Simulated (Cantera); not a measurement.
What does this Cantera script print?

```python
import numpy as np
import cantera as ct

gas = ct.Solution("gri30.yaml")
gas.TPX = 1123, 110000, {'N2O': 1}
reactor = ct.IdealGasConstPressureReactor(gas, energy="off", clone=False)
net = ct.ReactorNet([reactor])
net.rtol, net.atol = 1e-08, 1e-18
show = ['N2O', 'O', 'NO2', 'O2', 'NO', 'N2']
times = np.geomspace(7e-05, 30, 12)

steps = ct.SolutionArray(gas, extra=["t"])
rows = []
print(f"{'t/s':>10s}{'T/K':>9s}{'P/Pa':>11s}" + "".join(f"{s:>11s}" for s in show))
for t in times:
    while net.time < t:
        t_next = net.step()
        steps.append(gas.state, t=t_next)
    rows.append([np.interp(t, steps.t, y) for y in (steps.T, steps.P, *steps(*show).X.T)])
    print(f"{t:10.3e}{rows[-1][0]:9.1f}{rows[-1][1]:11.4g}" + "".join(f"{x:11.3e}" for x in rows[-1][2:]))
rate = np.gradient(steps.T, steps.t)
print("integrator steps:", len(steps.t))
if steps.T.max() > steps.T[0] + 200:
    print(f"time of steepest temperature rise: {steps.t[rate.argmax()]:.4e} s")
gas.TPX = 1123, 110000, {'N2O': 1}
gas.equilibrate("TP")
print(f"equilibrium (TP): T = {gas.T:.1f} K  " + "  ".join(f"{s} {gas[s].X[0]:.3e}" for s in show))
```

Output:

```
       t/s      T/K       P/Pa        N2O          O        NO2         O2         NO         N2
 7.000e-05   1123.0    1.1e+05  1.000e+00  4.728e-07  6.938e-12  3.862e-06  6.348e-07  8.514e-06
 2.276e-04   1123.0    1.1e+05  1.000e+00  4.728e-07  8.523e-11  1.354e-05  2.225e-06  2.866e-05
 7.398e-04   1123.0    1.1e+05  9.999e-01  4.728e-07  9.377e-10  4.499e-05  7.394e-06  9.415e-05
 2.405e-03   1123.0    1.1e+05  9.995e-01  4.727e-07  9.914e-09  1.472e-04  2.419e-05  3.070e-04
 7.818e-03   1123.0    1.1e+05  9.984e-01  4.726e-07  1.004e-07  4.791e-04  7.865e-05  9.981e-04
 2.542e-02   1123.0    1.1e+05  9.950e-01  4.720e-07  9.259e-07  1.554e-03  2.545e-04  3.237e-03
 8.262e-02   1123.0    1.1e+05  9.837e-01  4.696e-07  6.655e-06  5.008e-03  8.157e-04  1.043e-02
 2.686e-01   1123.0    1.1e+05  9.486e-01  4.608e-07  3.107e-05  1.582e-02  2.556e-03  3.297e-02
 8.732e-01   1123.0    1.1e+05  8.471e-01  4.337e-07  1.025e-04  4.714e-02  7.481e-03  9.817e-02
 2.839e+00   1123.0    1.1e+05  6.112e-01  3.613e-07  2.586e-04  1.203e-01  1.819e-02  2.501e-01
 9.228e+00   1123.0    1.1e+05  2.700e-01  2.169e-07  4.447e-04  2.276e-01  3.066e-02  4.712e-01
 3.000e+01   1123.0    1.1e+05  4.379e-02  5.250e-08  5.285e-04  3.012e-01  3.428e-02  6.202e-01
integrator steps: 978
equilibrium (TP): T = 1123.0 K  N2O 8.655e-09  O 2.437e-09  NO2 4.020e-06  O2 3.333e-01  NO 1.215e-04  N2 6.666e-01
```

Cantera simulation using GRI-Mech 3.0 (53 species, 325 reactions); the numbers are that mechanism's predictions, not measurements. GRI-Mech 3.0 was tuned for natural gas; its chemistry of N2O as a main component is partial and can be far from experiment. The mechanism lacks the step 2 NO + O2 → 2 NO2, which can matter for NO2 below about 1400 K. The temperature is held fixed by assumption; the heat of reaction is taken as removed at once.
